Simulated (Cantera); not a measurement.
Charge: 1 mol Si3N4, a varied amount of NF3, at 627 °C and 1.80 Torr.

These are equilibrium values from Cantera (NASA tables, ideal gas, pure condensed phases), not measurements of a reactor. Candidate condensed phases: Si, Si3N4; 16 gas species. Kinetics and transport are ignored.

x: gas mole fraction; n: condensed amount in mol.

| n(NF3) (mol) | x N2 | x SiF4 | x F | x F2 | x NF3 | n Si3N4(s) |
|---|---|---|---|---|---|---|
| 0.72 | 0.571 | 0.429 | <1e-12 | <1e-12 | <1e-12 | 0.820 |
| 1.4 | 0.571 | 0.429 | <1e-12 | <1e-12 | <1e-12 | 0.650 |
| 2.1 | 0.571 | 0.429 | <1e-12 | <1e-12 | <1e-12 | 0.475 |
| 2.8 | 0.571 | 0.429 | <1e-12 | <1e-12 | <1e-12 | … |
| 3.5 | 0.571 | 0.429 | <1e-12 | <1e-12 | <1e-12 | 0.125 |
| 4.2 | 0.537 | 0.393 | 0.0616 | 0.00851 | 3.18e-6 | 0 |
| 4.9 | 0.465 | 0.313 | 0.163 | 0.0595 | 5.46e-5 | 0 |
| 5.6 | 0.420 | … | … | … | … | 0 |
| 6.3 | 0.389 | 0.227 | 0.247 | 0.137 | 0.000175 | 0 |

What belongs in the gaps?


- 2.8, n Si3N4(s): 0.300
- 5.6, x SiF4: 0.263
- 5.6, x F: 0.214
- 5.6, x F2: 0.103
- 5.6, x NF3: 0.000118
